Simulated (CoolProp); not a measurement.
Vapour-liquid equilibrium of R113 (1) + n-hexane (2) at 363.7 K; x and y are mole fractions of (1).

Computed with CoolProp (multi-fluid Helmholtz-energy mixture model, Marx 1992 and Thol 2019; pair parameters Bell 2016).

| x | bubble pressure (bar) | y at the bubble point | dew pressure at overall composition x (bar) | liquid density (mol/L) |
|---|---|---|---|---|
| 0.05 | 2.041 | 0.102 | 1.977 | 6.881 |
| 0.125 | 2.211 | 0.228 | … | 6.914 |
| 0.2 | … | 0.332 | 2.171 | 6.949 |
| 0.275 | 2.508 | 0.421 | 2.279 | 6.986 |
| 0.35 | 2.639 | 0.498 | … | 7.024 |
| 0.425 | 2.761 | 0.567 | … | … |
| 0.5 | 2.875 | 0.631 | 2.643 | 7.107 |
| 0.575 | 2.981 | 0.690 | 2.775 | 7.151 |
| 0.65 | 3.081 | 0.746 | 2.910 | 7.198 |
| 0.725 | 3.175 | 0.801 | 3.044 | 7.247 |
| 0.8 | 3.263 | 0.854 | 3.174 | 7.298 |
| 0.875 | … | 0.908 | 3.296 | … |
| 0.95 | 3.425 | 0.963 | 3.408 | 7.409 |

Problem. Some entries are withheld; supply them.

Solution. 
- 0.125, dew pressure at overall composition x (bar): 2.071
- 0.2, bubble pressure (bar): 2.366
- 0.35, dew pressure at overall composition x (bar): 2.394
- 0.425, dew pressure at overall composition x (bar): 2.515
- 0.425, liquid density (mol/L): 7.065
- 0.875, bubble pressure (bar): 3.347
- 0.875, liquid density (mol/L): 7.352

No azeotrope shows between x = 0.05 and 0.95.

Pair parameters are fitted to limited data, so mixtures are less certain than the pure fluids.
